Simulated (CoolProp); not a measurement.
Vapour-liquid equilibrium of CHF3 (R23) (1) + sulfur hexafluoride (2) at 0.895 MPa; x and y are mole fractions of (1).

Model: multi-fluid Helmholtz-energy mixture model, Penoncello 2003 and Guder 2009; pair parameters Bell 2016, in CoolProp.

| x | bubble temperature, mixture model (°C) | bubble temperature, Raoult's law (°C) | y, mixture model | y, Raoult's law |
|---|---|---|---|---|
| 0.05 | -17.3 | -13.3 | 0.172 | 0.096 |
| 0.125 | -23.1 | -15.5 | 0.337 | 0.224 |
| 0.2 | -26.7 | -17.6 | 0.438 | 0.335 |
| 0.275 | -29.1 | -19.6 | 0.506 | 0.434 |
| 0.35 | -30.8 | -21.4 | 0.557 | 0.522 |
| 0.425 | -32.0 | -23.1 | 0.598 | 0.600 |
| 0.5 | -32.9 | -24.7 | 0.636 | 0.670 |
| 0.575 | -33.5 | -26.2 | 0.672 | 0.734 |
| 0.65 | -34.1 | -27.7 | 0.711 | 0.791 |
| 0.725 | -34.4 | -29.0 | 0.753 | 0.843 |
| 0.8 | -34.5 | -30.3 | 0.802 | 0.891 |
| 0.875 | -34.4 | -31.5 | 0.862 | 0.935 |
| 0.95 | -34.0 | -32.7 | 0.938 | 0.975 |

The largest gap from Raoult's law is -9.5 K in bubble temperature, at x = 0.275. y crosses x between x = 0.8 and 0.875: the model has an azeotrope there.

Pair parameters are fitted to limited data, so mixtures are less certain than the pure fluids.
